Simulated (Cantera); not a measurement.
Input: 1 mol N2O, 0.87 mol H2O, 0.14 mol H2, at 750 Torr.

Cantera equilibrium calculation (NASA polynomials, part measured and part estimated; ideal gas, pure solids and liquids). Candidate condensed phases: H2O; 24 gas species. Equilibrium is a limit: real reactors are often held back by kinetics, nucleation or transport. All values below are at 1702 °C.

Base state: H2O 0.411, N2 0.407, O2 0.173, NO 0.00466, OH 0.00349, H2 0.000236, O 0.000229, H 2.10e-5 (mole fractions); condensed: gas only.

What changes in the equilibrium state with this change: H2 from 0.14 to 4 mol?


| species | before | after |
|---|---|---|
| H2 | 0.000236 | 0.510 |
| H2O | 0.411 | 0.318 |
| N2 | 0.407 | 0.170 |
| O2 | 0.173 | 2.21e-8 |
| NO | 0.00466 | 1.08e-6 |
| O | 0.000229 | 8.19e-8 |
| OH | 0.00349 | 5.81e-5 |
